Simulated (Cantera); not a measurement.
An isothermal, constant-pressure homogeneous reactor starts with 86.2 % N2O, 13.8 % H2O, at 1100 K and 1.80 bar.

Computed with Cantera and GRI-Mech 3.0 (53 species, 325 reactions). GRI-Mech 3.0 was tuned for natural gas; its chemistry of N2O as a main component is partial and can be far from experiment. The mechanism lacks the step 2 NO + O2 → 2 NO2, which can matter for NO2 below about 1400 K. The temperature is held fixed by assumption; the heat of reaction is taken as removed at once.

### Question
Predict: x(N2O) at 200 s; x(H2O) at 200 s; x(NO2) at 200 s; x(O2) at 200 s; x(O) at 200 s.

### Answer
* **x(N2O) at 200 s**: 5.87e-8 (gas-phase equilibrium 7.89e-9)
* **x(H2O) at 200 s**: 0.0964 (gas-phase equilibrium 0.0964)
* **x(NO2) at 200 s**: 0.000774 (gas-phase equilibrium 4.10e-6)
* **x(O2) at 200 s**: 0.292 (gas-phase equilibrium 0.301)
* **x(O) at 200 s**: 1.01e-9 (gas-phase equilibrium 1.03e-9)
